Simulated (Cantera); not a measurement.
Al + NH3 + H2 (aluminium nitride and oxide growth)

Feed: 1 mol Al, 37 mol NH3, 10 mol H2, at 1000 Pa.

These are equilibrium values from Cantera (NASA tables, ideal gas, pure condensed phases), not measurements of a reactor. Candidate condensed phases: Al, AlN; 13 gas species. The numbers say what is thermodynamically allowed, not how fast it happens.

| T (K) | x H2 | x N2 | x Al | x H | x AlH | n AlN(s) |
|---|---|---|---|---|---|---|
| 1323 | 0.784 | 0.216 | 1.42e-10 | 1.40e-5 | 3.31e-11 | 1.00 |
| 1373 | 0.784 | 0.216 | 1.18e-9 | 2.95e-5 | 2.16e-10 | 1.00 |
| 1423 | 0.784 | 0.216 | 8.38e-9 | 5.88e-5 | 1.23e-9 | 1.000 |
| 1473 | 0.784 | 0.216 | 5.22e-8 | 0.000112 | 6.21e-9 | 1.000 |
| 1523 | 0.784 | 0.216 | 2.88e-7 | 0.000205 | 2.82e-8 | 1.000 |
| 1573 | 0.784 | 0.216 | 1.42e-6 | 0.000360 | 1.16e-7 | 1.000 |
| 1623 | 0.784 | 0.216 | 6.36e-6 | 0.000612 | 4.36e-7 | 0.999 |
| 1673 | 0.783 | 0.215 | 2.60e-5 | 0.00101 | 1.52e-6 | 0.998 |
| 1723 | 0.783 | 0.215 | 9.76e-5 | 0.00161 | 4.89e-6 | 0.991 |
| 1773 | 0.782 | 0.215 | 0.000340 | 0.00252 | 1.47e-5 | 0.970 |
| 1823 | 0.780 | 0.215 | 0.00110 | 0.00383 | 4.18e-5 | 0.904 |
| 1873 | 0.775 | 0.216 | 0.00336 | 0.00568 | 0.000112 | 0.707 |
| 1923 | 0.765 | 0.216 | 0.00965 | 0.00824 | 0.000281 | 0.155 |
x: gas mole fraction; n: condensed amount in mol.

From 1323 K to 1923 K the condensed part is AlN(s).
